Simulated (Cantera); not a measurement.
Mixture: CH4 : O2 : N2 = 1 : 1.82 : 5.45 (molar parts), equivalence ratio 1.1, at 1.50 bar, adiabatic and at constant volume. Ignition delay is the time to a rise of 400 K.

Model: GRI-Mech 3.0 (53 species, 325 reactions), integrated in Cantera.

Predict: delay at 1125 K; delay at 1225 K; delay at 1325 K; delay at 1425 K; delay at 1525 K; delay at 1625 K; delay at 1725 K; apparent activation energy between 1525 and 1725 K.


```
Property                                                Result
--------------------------------------------------  ----------
delay at 1125 K                                        79.2 ms
delay at 1225 K                                        18.6 ms
delay at 1325 K                                        5.03 ms
delay at 1425 K                                        1.55 ms
delay at 1525 K                                       0.548 ms
delay at 1625 K                                       0.224 ms
delay at 1725 K                                       0.104 ms
apparent activation energy between 1525 and 1725 K  180 kJ/mol
```
